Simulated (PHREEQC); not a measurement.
Make-up at 20 °C: 0.00013 mol CaSO4, 0.0018 mol AlCl3 and 0.00012 mol Cu(BF4)2 per kg of water. Closed to the air; pH follows from the charge balance.

Computed with PHREEQC (ion-association model, wateq4f.dat).

No solid was allowed to form.

Task: Predict the pH, ionic strength.

Result: pH 3.18; ionic strength 0.00920 mol/kgw.

Task: In which forms is F present?

Result: AlF+2 89 %, AlF2+ 10 % of the F.

Real BF4- forms and hydrolyses slowly; the run takes it at equilibrium. Fluoro complexes past AlF4- and FeF3 are missing from the database.
